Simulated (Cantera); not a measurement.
Feed: 1 mol Si, a varied amount of NF₃, 35 mol N₂, at 548 K and 133 Pa.

Equilibrium computed with Cantera from the NASA thermochemical tables; the gas is ideal and each condensed phase is pure. Candidate condensed phases: Si, Si₃N₄; 16 gas species. The numbers say what is thermodynamically allowed, not how fast it happens.

Problem. At 4.3 mol NF₃, list the 4 most abundant gas species with their mole fractions, and the condensed phases.

Solution. N₂ 0.899, NF₃ 0.0715, SiF₄ 0.0252, F₂ 0.00463. Condensed: gas only.
